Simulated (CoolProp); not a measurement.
Vapour pressure (bar) of water: the reference equation beside estimates from Tc = 647.1 K, pc = 220.6 bar, ω = 0.344. Clausius-Clapeyron is anchored at 427.5 K with a constant enthalpy of vaporisation of 37.83 kJ/mol.

Values from CoolProp's reference Helmholtz-energy equation of state, Wagner 2002.

```
T (K)  reference  Lee-Kesler  Clausius-Clapeyron  van der Waals  Redlich-Kwong  Soave-Redlich-Kwong  Peng-Robinson
-----  ---------  ----------  ------------------  -------------  -------------  -------------------  -------------
407        3.029       2.894               3.126          25.03          7.289                2.907          2.957
412.1      3.509       3.375               3.590          26.81          8.227                3.388          3.437
417.2      4.049       3.919               4.109          28.68          9.251                3.930          3.977
422.3      4.654       4.531               4.687          30.63          10.37                4.540          4.584
427.5      5.343       5.231               5.343          32.70          11.61                5.238          5.276
432.6      6.096       5.999               6.058          34.83          12.92                6.002          6.034
437.7      6.932       6.852               6.848          37.05          14.35                6.852          6.876
442.8      7.855       7.798               7.719          39.35          15.88                7.795          7.808
447.9      8.874       8.843               8.677          41.75          17.53                8.838          8.838
453.1      10.02       10.02               9.750          44.30          19.34                10.01          9.995
458.2      11.25       11.28               10.90          46.89          21.24                11.27          11.24
463.3      12.59       12.67               12.16          49.57          23.27                12.66          12.61
468.4      14.06       14.19               13.54          52.36          25.44                14.18          14.10
```

Absolute difference from the reference over all 13 rows, mean and median: Lee-Kesler 1.7 and 1.2 %, Clausius-Clapeyron 2.0 and 2.2 %, van der Waals 459.3 and 434.5 %, Redlich-Kwong 108.5 and 107.0 %, Soave-Redlich-Kwong 1.6 and 1.2 %, Peng-Robinson 1.0 and 0.8 %.
